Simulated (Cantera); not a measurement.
Input: 1 mol C2H5OH, 0.078 mol H2O, 0.52 mol H2, held at 623.15 K and 9200000 Pa.

Cantera equilibrium calculation (NASA polynomials, part measured and part estimated; ideal gas, pure solids and liquids). Candidate condensed phases: C, C6H6, C7H8, C8H18, H2O; 110 gas species. The ideal-gas law is rough above about 30 bar. The numbers say what is thermodynamically allowed, not how fast it happens.

Base state: CH4 0.568, H2O 0.384, CO2 0.0373, H2 0.0110, CO 5.06e-5, C2H6 2.88e-5 (mole fractions); condensed: C(graphite).

Q: What changes in the equilibrium state with this change: H2 from 0.52 to 72 mol?

A: 
```
species            before   after
----------------  -------  ------
H2                 0.0110   0.958
CH4                 0.568  0.0274
H2O                 0.384  0.0148
CO2                0.0373   <1e-9
CO                5.06e-5   <1e-9
C2H6              2.88e-5   <1e-9
C(graphite), mol    0.577       0
```
